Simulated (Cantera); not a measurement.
Input (Python, Cantera):

```python
import numpy as np
import cantera as ct

gas = ct.Solution("h2o2.yaml")
gas.TPX = 348, 16000, {'H2': 1, 'O2': 0.746, 'N2': 2.81}
flame = ct.FreeFlame(gas, width=0.14)
flame.set_refine_criteria(ratio=3, slope=0.08, curve=0.16)
flame.transport_model = "mixture-averaged"
flame.solve(loglevel=0, auto=True)
z, T = flame.grid, flame.T
thick = (T[-1] - T[0]) / np.gradient(T, z).max()
show = ['H2', 'O2', 'H2O2', 'H', 'O', 'OH']
print(f"laminar burning velocity  {flame.velocity[0] * 100:.3f} cm/s")
print(f"burnt temperature         {T[-1]:.1f} K")
print(f"thermal thickness         {thick * 1e3:.4f} mm")
print(f"grid points               {len(z)}")
z0 = z[flame.heat_release_rate.argmax()]
print(f"{'z/mm':>9s}{'T/K':>9s}{'u/(m/s)':>9s}" + "".join(f"{s:>11s}" for s in show))
rows = []
for k in (-3, -2, -1.5, -1, -0.5, -0.25, 0, 0.25, 0.5, 1, 2, 4, 8):
    zz = z0 + k * thick
    rows.append([k * thick, np.interp(zz, z, T), np.interp(zz, z, flame.velocity),
                 *(np.interp(zz, z, flame.X[gas.species_index(s)]) for s in show)])
    print(f"{rows[-1][0] * 1e3:9.3f}{rows[-1][1]:9.1f}{rows[-1][2]:9.3f}" + "".join(f"{x:11.3e}" for x in rows[-1][3:]))
```

It prints:

```
laminar burning velocity  166.881 cm/s
burnt temperature         1983.2 K
thermal thickness         3.8586 mm
grid points               119
     z/mm      T/K  u/(m/s)         H2         O2       H2O2          H          O         OH
  -11.576    348.0    1.669  2.195e-01  1.637e-01  2.840e-15  1.386e-17  1.510e-14  4.791e-17
   -7.717    348.0    1.669  2.195e-01  1.637e-01  5.623e-13  1.396e-15  1.501e-12  4.767e-15
   -5.788    348.0    1.669  2.195e-01  1.637e-01  1.568e-11  2.515e-14  2.495e-11  8.400e-14
   -3.859    348.0    1.669  2.193e-01  1.638e-01  1.357e-09  6.426e-12  9.914e-10  1.549e-11
   -1.929    357.6    1.702  2.131e-01  1.649e-01  5.263e-06  4.374e-06  7.666e-07  6.763e-06
   -0.965    579.4    2.683  1.778e-01  1.617e-01  2.783e-05  2.770e-03  8.960e-05  6.273e-04
    0.000    976.6    4.393  9.870e-02  1.327e-01  1.303e-06  2.110e-02  3.171e-03  1.465e-03
    0.965   1256.2    5.601  3.299e-02  8.571e-02  1.475e-06  3.466e-02  1.018e-02  5.039e-03
    1.929   1395.0    6.191  1.867e-02  7.115e-02  1.147e-06  3.139e-02  1.218e-02  7.275e-03
    3.859   1535.7    6.766  1.596e-02  6.653e-02  6.443e-07  2.237e-02  1.115e-02  9.265e-03
    7.717   1670.9    7.300  1.335e-02  6.372e-02  3.213e-07  1.371e-02  8.788e-03  1.051e-02
   15.434   1789.1    7.754  9.657e-03  6.168e-02  1.688e-07  7.068e-03  6.005e-03  1.051e-02
   30.869   1880.7    8.097  5.815e-03  6.053e-02  9.726e-08  2.905e-03  3.461e-03  9.129e-03
```

Model: the H2/O2 subset of GRI-Mech 3.0, which has no nitrogen chemistry, integrated in Cantera. Burning velocities carry a grid error of a few per cent, more on coarse grids. Lean hydrogen flames are cellular in practice and burn faster than this planar one.
